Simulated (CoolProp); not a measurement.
Model: reference Helmholtz-energy equation of state, Leachman 2009, in CoolProp.

Problem. For normal hydrogen, give the phase and the speed of sound (m/s) at 608.9 K and 88.3 kPa.

Solution. 
- 608.9 K and 88.3 kPa: gas; speed of sound 1870
